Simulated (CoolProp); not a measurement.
The numbers come from the reference Helmholtz-energy equation of state, Wu 2011 in CoolProp.

### Question
Give the vapour pressure (bar), liquid density (kg/m³), vapour density (kg/m³), surface tension (mN/m) of saturated dimethyl ether at 309.2 K.

### Answer
```
T (K)  p (bar)  liquid density (kg/m³)  vapour density (kg/m³)  surface tension (mN/m)
-----  -------  ----------------------  ----------------------  ----------------------
309.2     8.02                     643                    16.8                    9.80
```

Surface tension comes from a separate correlation (Mulero 2012).
